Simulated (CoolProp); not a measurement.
R142b along the isotherm 95.85 °C: density (kg/m³) from the reference equation and from simpler models built on Tc = 137.1 °C, pc = 40.55 bar, ω = 0.232; each cubic takes its own stable root.

The numbers come from the reference Helmholtz-energy equation of state, Lemmon 2006 in CoolProp. It is a short technical equation, of lower accuracy than the large ones.

| p (bar) | phase | reference |
|---|---|---|
| 1.27 | gas | 4.225 |
| 2.53 | gas | 8.554 |
| 3.8 | gas | 13.07 |
| 5.07 | gas | 17.75 |
| 6.34 | gas | 22.62 |
| 7.6 | gas | 27.65 |
| 8.87 | gas | 32.95 |
| 10.1 | gas | 38.34 |
| 11.4 | gas | 44.34 |
| 12.7 | gas | 50.71 |
| 13.9 | gas | 56.98 |
| 15.2 | gas | 64.26 |
| 16.5 | gas | 72.20 |
| 17.7 | gas | 80.24 |
| 20.3 | liquid | 891.0 |

How far does each simpler model (van der Waals, Redlich-Kwong, Soave-Redlich-Kwong, Peng-Robinson) lie from the reference over these 15 states: mean and median of the absolute difference, and the worst?


- van der Waals: mean 9.6 %, median 3.6 %, worst -90.1 % at 95.85 °C and 20.3 bar
- Redlich-Kwong: mean 7.3 %, median 1.2 %, worst -89.4 % at 95.85 °C and 20.3 bar
- Soave-Redlich-Kwong: mean 1.7 %, median 0.6 %, worst -15.9 % at 95.85 °C and 20.3 bar
- Peng-Robinson: mean 0.7 %, median 0.5 %, worst -4.7 % at 95.85 °C and 20.3 bar

At some of these states van der Waals, Redlich-Kwong gives the other phase, because its saturation line lies elsewhere.
